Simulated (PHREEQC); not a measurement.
Dissolve 0.11 mol/kgw MnSO4, 0.00027 mol/kgw ZnCl2 and 0.00013 mol/kgw Na2SO4 at 59 °C. It is in equilibrium with CO2 at log p = -3.5 (atm). Otherwise closed; pH follows from the charge balance.

All values are PHREEQC results (ion-association model, phreeqc.dat), not measurements.

### Question
The ionic strength comes out as 0.196 mol/kgw. What activity coefficients do Zn(SO4)2-2, Zn+2, SO4-2, Na+, HSO4- get?

### Answer
Zn(SO4)2-2 0.29, Zn+2 0.28, SO4-2 0.27, Na+ 0.73, HSO4- 0.73.

No solid was allowed to form. Constants without temperature data keep their 25 °C values here.
